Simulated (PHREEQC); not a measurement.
Consider water at 20 °C with 1.1 mmol/kgw HF and 1.2 mmol/kgw NaF. Closed to the air; pH follows from the charge balance.

The numbers come from PHREEQC with the ion-association model, wateq4f.dat.

```tsv
quantity	before	after
pH	3.45	10.87
ionic strength (mol/kgw)	0.00157	0.00362
F- (mol/kgw)	0.00156	0.00229
HF (mol/kgw)	0.000724	4.00e-11
NaF (mol/kgw)	9.88e-7	1.39e-6
```

Task: Which change was made?
(A) HF from 0.0011 to 0.0022 mol/kgw
(B) HF left out
(C) 0.00082 mol/kgw Ca(OH)2 added
(D) HF from 0.0011 to 0.011 mol/kgw
(E) diluted 100-fold with water

Result: C, 0.00082 mol/kgw Ca(OH)2 added

This is a speciation only: nothing precipitates in the calculation. Some of these states are supersaturated (in Fluorite, for instance).
